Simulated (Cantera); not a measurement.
Si2Cl6 + NH3 + H2 (silicon nitride deposition)

Charge: 1 mol Si2Cl6, 7 mol NH3, 83 mol H2, at 1998.15 K and 10.0 mbar.

Cantera equilibrium calculation (NASA polynomials, part measured and part estimated; ideal gas, pure solids and liquids). Candidate condensed phases: NH4Cl, Si, Si3N4; 28 gas species. The feed counts by its element totals alone. The tables' values for SiCl, SiN are old estimates; treat these amounts as uncertain. Gases not in the tables: Si2H6 and higher silanes. The numbers say what is thermodynamically allowed, not how fast it happens.

```yaml
x(H2): 0.892
x(HCl): 0.0464
x(N2): 0.0345
x(H): 0.0152
x(SiCl2): 0.00580
x(Si): 0.00426
x(SiCl): 0.000628
x(Cl): 0.000588
x(SiH): 0.000274
n(Si(l)): 0.861 mol
gas_amount: 101.3 mol
```
